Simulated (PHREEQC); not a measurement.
**Polishing slurry liquid**

Dissolve 72 mmol/kgw K2CO3, 0.2 mmol/kgw H4SiO4 and 10 mmol/kgw CO2 at 20 °C. Closed to the air; pH follows from the charge balance.

The numbers come from PHREEQC with the ion-association model, phreeqc.dat.

No solid was allowed to form.

Q: Predict the pH.

A: pH 10.47.

Q: In which forms is C present?

A: CO3-2 75 %, HCO3- 25 % of the C.
